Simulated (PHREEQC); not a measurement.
A solution holds 0.019 mol/kgw FeCl2, at 15 °C. Closed to the air; pH follows from the charge balance.

Computed with PHREEQC (ion-association model, phreeqc.dat).

Precipitation was switched off in this run.

**Question.** Estimate the pH, density, specific conductance.

**Answer.** pH 5.94; density 1.001 g/cm³; specific conductance 3120 µS/cm.

**Question.** In which forms is Cl present?

**Answer.** Cl- 99 %, FeCl+ 1.2 % of the Cl.
